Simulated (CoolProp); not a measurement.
2000 sccm (0 °C, 1 atm) of nitrogen bubbles through liquid ethanol at 292.6 K and leaves saturated at a total pressure of 0.0839 MPa (ideal gas phase). Each further row changes one setting.

Computed with CoolProp (reference Helmholtz-energy equation of state, Schroeder 2014).

```csv
case,vapour pressure (kPa),mole fraction of vapour,delivery (mg/min),delivery (sccm),change of delivery for a bath 1 K warmer (%)
as stated,5.68,[?],299,[?],[?]
bath temperature 297.6 K,7.64,0.0910,412,200,6.6
total pressure 0.168 MPa,5.68,[?],[?],70.0,6.4
```

Task: Complete the blanks.

Result: 
- as stated, mole fraction of vapour: 0.0678
- as stated, delivery (sccm): 145
- as stated, change of delivery for a bath 1 K warmer (%): 6.7
- total pressure 0.168 MPa, mole fraction of vapour: 0.0338
- total pressure 0.168 MPa, delivery (mg/min): 144
